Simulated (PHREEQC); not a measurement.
0.17 g of hydrous ferric oxide (600 m²/g; 0.2 weak and 0.005 strong sites per Fe, Dzombak-Morel constants, diffuse double layer) in 1 kg of water with 0.05 mol/kgw of an inert sodium salt and 0.00013 mol CuCl2, 1.2e-05 mol MnCl2 and 4.3e-06 mol Na2SO4, at 25 °C; the pH is set by adding NaOH or the inert anion's acid. No oxygen is let in. No CO2 enters from the air. Precipitation was switched off in this run.

Base run: PHREEQC, ion-association model, wateq4f.dat. Each further column changes one thing. The table gives Cu sorbed (%).

| pH | base | no electrostatic term (-no_edl) | background salt from 0.05 to 0.005 mol/kgw | oxide from 0.17 to 0.85 g/kgw | 0.00017 mol/kgw SrCl2 added |
|---|---|---|---|---|---|
| 4 | 1.5 | 1.8 | 1.5 | 7.1 | 1.5 |
| 5 | 20.5 | 30.7 | 18.7 | 63.2 | 20.5 |
| 5.5 | 53.5 | 75.7 | 47.6 | 90.9 | 53.5 |
| 6.5 | 95.6 | 99.5 | 93.2 | 99.8 | 95.6 |
| 7 | 98.4 | 99.9 | 97.4 | 99.9 | 98.4 |
| 8 | 98.0 | 99.7 | 97.2 | 100.0 | 98.0 |
| 9 | 95.8 | 96.0 | 95.8 | 99.9 | 95.5 |
| 9.5 | 94.6 | 79.2 | 95.3 | 99.9 | 92.3 |
| 10.5 | 89.5 | 6.9 | 93.7 | 99.8 | 57.2 |
| 11 | 83.4 | 0.8 | 91.6 | 99.6 | 27.9 |
| 12 | 52.5 | 0.0 | 71.6 | 96.2 | 2.5 |

In at least one series the solution becomes supersaturated in solids that the run did not let form, among them Cu(OH)2. The database's constant for dissolved Cu(OH)2 is higher than later reviews accept.
